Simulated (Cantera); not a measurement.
Charge: 1 mol borazine, 3.4 mol O2, 15 mol H2, at 1848 K.

Cantera equilibrium calculation (NASA polynomials, part measured and part estimated; ideal gas, pure solids and liquids). Candidate condensed phases: B, BN, B2O3, B3O3H3, H2O; 39 gas species. The feed counts by its element totals alone. Rates play no part.

Problem. At 10.0 Pa, list the 4 most abundant gas species with their mole fractions, and the condensed phases.

Solution. H2 0.701, HBO2 0.102, N2 0.0697, H2O 0.0591. Condensed: gas only.
